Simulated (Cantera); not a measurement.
**Premixed flame**

A freely propagating, adiabatic, planar premixed flame of C3H8 : O2 : N2 : CO2 : H2 = 1 : 7.46 : 28.1 : 3.4 : 1.1 (molar parts), unburnt at 600 K and 760 Torr; mixture-averaged transport, grid criteria slope 0.08 and curve 0.16, no radiation.

Detailed kinetics in Cantera: GRI-Mech 3.0 (53 species, 325 reactions). GRI-Mech 3.0 was tuned for natural gas; its chemistry of propane as a main component is partial and can be far from experiment. Burning velocities carry a grid error of a few per cent, more on coarse grids.

```tsv
z (mm)	T (K)	u (m/s)	x C3H8	x O2	x CO2	x CH2CO	x NO	x OH
-1.13	600	0.949	0.0244	0.182	0.0828	<1e-8	<1e-8	<1e-8
-0.750	602	0.951	0.0244	0.182	0.0829	1.51e-7	<1e-8	<1e-8
-0.563	608	0.960	0.0244	0.181	0.0830	9.46e-7	<1e-8	<1e-8
-0.375	639	1.01	0.0242	0.179	0.0830	7.82e-6	2.06e-8	2.14e-7
-0.188	850	1.35	0.0197	0.158	0.0840	0.000128	2.17e-7	1.39e-5
-0.0938	1140	1.85	0.00910	0.129	0.0875	0.000482	5.91e-7	0.000167
0	1466	2.41	0.000537	0.0927	0.0963	0.000742	1.30e-6	0.00156
0.0938	1615	2.66	1.10e-6	0.0712	0.107	0.000163	2.35e-6	0.00390
0.188	1673	2.74	<1e-8	0.0630	0.116	1.07e-5	3.35e-6	0.00510
0.375	1745	2.85	<1e-8	0.0573	0.126	5.61e-8	4.92e-6	0.00578
0.750	1828	2.97	<1e-8	0.0534	0.135	<1e-8	7.03e-6	0.00572
1.50	1904	3.07	<1e-8	0.0505	0.141	<1e-8	9.59e-6	0.00498
3.00	1962	3.15	<1e-8	0.0483	0.147	<1e-8	1.27e-5	0.00390
```
x: mole fraction of selected species; z is measured from the peak of heat release.

laminar burning velocity: 94.9 cm/s
thermal thickness: 0.375 mm
peak x(CH2CO): 0.000789
peak x(OH): 0.00585
grid points: 132
